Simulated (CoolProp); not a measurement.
Properties of chlorine along the isobar 0.665 MPa (Tc = 416.9 K, pc = 7.642 MPa, ω = 0.070).

Values from CoolProp's reference Helmholtz-energy equation of state, Thol 2021.

```
T (K)  phase  cp (kJ/(kg K))  cv (kJ/(kg K))  speed of sound (m/s)  expansivity (1/kK)  fugacity coefficient
-----  -----  --------------  --------------  --------------------  ------------------  --------------------
333.3    gas          0.5464          0.3915                 219.0               3.678                0.9430
339.2    gas          0.5436          0.3913                 221.3               3.568                0.9462
345.2    gas          0.5411          0.3913                 223.6               3.464                0.9492
351.1    gas          0.5389          0.3912                 225.8               3.370                0.9519
357.1    gas          0.5369          0.3912                 228.1               3.280                0.9545
363      gas          0.5351          0.3913                 230.2               3.198                0.9569
369      gas          0.5335          0.3913                 232.4               3.119                0.9591
374.9    gas          0.5320          0.3914                 234.4               3.046                0.9612
380.9    gas          0.5307          0.3914                 236.5               2.977                0.9631
386.8    gas          0.5295          0.3915                 238.6               2.912                0.9649
392.8    gas          0.5284          0.3916                 240.6               2.850                0.9666
398.7    gas          0.5275          0.3917                 242.6               2.791                0.9682
404.7    gas          0.5266          0.3918                 244.6               2.735                0.9697
```
